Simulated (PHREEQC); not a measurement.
Model water analysis in mmol/kgw, 20 °C, pH 2.89, pe 8.1: Na 2.65; K 5.86; Ca 5.24; Mg 0.722; Cl 3.15; S(6) 9.68; Sr 0.0518; Mn(2) 0.2.

Valence states are taken as typed.

Model: ion-association model, phreeqc.dat, run in PHREEQC.

This is a speciation only: nothing precipitates in the calculation.

Task: Predict the ionic strength, specific conductance, charge-balance error.

Result: ionic strength 0.0306 mol/kgw; specific conductance 2270 µS/cm; charge-balance error 1.1 %.

Task: In which forms is Sr present?

Result: Sr+2 72 %, SrSO4 28 % of the Sr.
